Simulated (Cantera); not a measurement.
Feed: 1 mol CH4, 17 mol H2, 0.18 mol N2, 2.9 mol NH3, equilibrated at 1.00 bar.

Equilibrium computed with Cantera from the NASA thermochemical tables; the gas is ideal and each condensed phase is pure. Candidate condensed phases: C, C6H6, C7H8, C8H18; 92 gas species. The numbers say what is thermodynamically allowed, not how fast it happens.

Question: At 2625 K, list the 4 most abundant gas species with their mole fractions, and the condensed phases.

Answer: H2 0.877, N2 0.0545, H 0.0398, HCN 0.0166. Condensed: gas only.
